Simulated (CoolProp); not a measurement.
Aqueous ethylene glycol as a coolant, at 11 °C, 1 atm.

Model: Melinder's fits for secondary coolants, in CoolProp.

```csv
mass %,freezing point (°C),viscosity (mPa s),conductivity (W/(m K)),Prandtl number,density (kg/m³)
5.7,-1.8,1.46,0.559,10.8,1006
11,-3.7,1.69,0.536,12.7,1014
16.3,-6.1,1.96,0.513,15.1,1021
21.6,-8.9,2.28,0.491,17.9,1029
26.9,-12.3,2.65,0.469,21.2,1037
32.2,-16.4,3.06,0.448,25.0,1045
37.5,-21.2,3.55,0.428,29.4,1052
42.8,-26.9,4.12,0.408,34.5,1060
```
